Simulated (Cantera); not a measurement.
Input: 1 mol BaF2, 10 mol H2.

Method: chemical equilibrium by Gibbs-energy minimisation in Cantera with the NASA 1993 tables (ideal gas, pure condensed phases). Candidate condensed phases: Ba, BaF2; 14 gas species. The numbers say what is thermodynamically allowed, not how fast it happens.

Stable condensed phases, one row left out:

```
T in K \ P in Pa
           0.10      1     10    100   1000  10000 100000
   2125       A      A      A      A      A      A      B
   1975       A      A      A      A      A      A      B
   1825       A      A      A      A      A      B      B
   1675       A      A      A      A      B      B      B
   1525       A      A      A      B      B      B      B
   1225       B      B      B      B      B      B      B
   1075       B      B      B      B      B      B      B
    925       B      B      B      B      B      B      B
    775       B      B      B      B      B      B      B
    625       B      B      B      B      B      B      B
```

A: gas only; B: BaF2.

Problem. Give the row for 1375 K.

Solution. 0.10: gas only; 1: gas only; 10: BaF2; 100: BaF2; 1000: BaF2; 10000: BaF2; 100000: BaF2.
